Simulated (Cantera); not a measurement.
A freely propagating, adiabatic, planar premixed flame of CH4 : O2 : N2 = 1 : 1.43 : 5.37 (molar parts), unburnt at 350 K and 975 Torr; mixture-averaged transport, grid criteria slope 0.08 and curve 0.16, no radiation.

Model: GRI-Mech 3.0 (53 species, 325 reactions), integrated in Cantera. Burning velocities carry a grid error of a few per cent, more on coarse grids.

Task: How do the results move with these cheaper or finer settings: unity-Lewis-number transport; multicomponent transport; multicomponent+Soret transport; grid criteria slope 0.5, curve 1; grid criteria slope 0.25, curve 0.5; grid criteria slope 0.03, curve 0.06?

Result: 
```
setting                               laminar burning velocity  thermal thickness  peak x(C2H)  peak x(CO)  grid points
------------------------------------  ------------------------  -----------------  -----------  ----------  -----------
as above                                             17.3 cm/s           0.763 mm      8.23e-7      0.0756          134
unity-Lewis-number transport                         12.9 cm/s           0.926 mm      7.97e-7      0.0742          121
multicomponent transport                             17.3 cm/s           0.776 mm      8.24e-7      0.0757          134
multicomponent+Soret transport                       17.6 cm/s           0.752 mm      8.25e-7      0.0756          136
grid criteria slope 0.5, curve 1                     18.5 cm/s           0.849 mm      7.86e-7      0.0753           32
grid criteria slope 0.25, curve 0.5                  17.8 cm/s           0.788 mm      8.19e-7      0.0754           52
grid criteria slope 0.03, curve 0.06                 17.1 cm/s           0.757 mm      8.21e-7      0.0757          337
```
The base run took around 10 core-seconds (rough).
Unity Lewis numbers drop preferential diffusion, which matters most where H2 and H carry the flame; Soret adds thermal diffusion.
